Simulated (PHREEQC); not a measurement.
Polishing slurry liquid

Solution (80 °C): 0.12 mol HNO3, 9.1e-05 mol Fe(NO3)3 and 0.012 mol CO2 per kg of water. Closed to the air; pH follows from the charge balance.

Model: ion-association model, wateq4f.dat, run in PHREEQC.

This is a speciation only: nothing precipitates in the calculation.

Task: Estimate the pH.

Result: pH 1.02.

Task: In which forms is Fe present?

Result: Fe+3 69 %, FeOH+2 31 % of the Fe.

Saturation is exceeded, for instance for Hematite (slow to form), Goethite (slow to form); the values hold only as long as no solid forms. Constants without temperature data keep their 25 °C values here.
